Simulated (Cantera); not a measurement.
## Low-pressure radical oxidation in H2/O2

An isothermal, constant-pressure homogeneous reactor starts with 4.31 % H2, 95.7 % O2, equivalence ratio 0.022, at 950 K and 1.73 Torr.

Model: GRI-Mech 3.0 (53 species, 325 reactions), integrated in Cantera. Radical loss at walls, strong at low pressure, is not modelled. The temperature is held fixed by assumption; the heat of reaction is taken as removed at once.

```
t (s)         x H2   x O2      x OH     x H2O   x H2O2       x H     x HO2
--------  --------  -----  --------  --------  -------  --------  --------
5.00e-6     0.0431  0.957    <1e-12    <1e-12   <1e-12    <1e-12    <1e-12
2.81e-5     0.0431  0.957    <1e-12    <1e-12   <1e-12    <1e-12    <1e-12
0.000158    0.0431  0.957    <1e-12    <1e-12   <1e-12  2.42e-12  2.58e-12
0.000889    0.0431  0.957  3.51e-12  1.61e-12   <1e-12  1.15e-11  1.45e-11
0.00500     0.0431  0.957  6.32e-11  1.52e-10   <1e-12  9.97e-11  8.23e-11
0.0281      0.0431  0.957   3.41e-7   1.29e-6   <1e-12   4.95e-7   5.27e-9
0.158     0.000625  0.933   0.00104    0.0380  9.99e-9   0.00821   1.29e-6
0.889     0.000162  0.950  0.000520    0.0429  1.16e-8   0.00108   9.66e-7
5.00       7.48e-6  0.956  0.000111    0.0439  9.48e-9   1.10e-5   2.58e-7
```
x: mole fraction; the columns are a selection and need not sum to one.

Equilibrium at this temperature and pressure: H2 1.72e-11, O2 0.956, OH 1.82e-7, H2O 0.0440, H2O2 2.96e-12, H <1e-12, HO2 1.82e-10 (gas phase only).
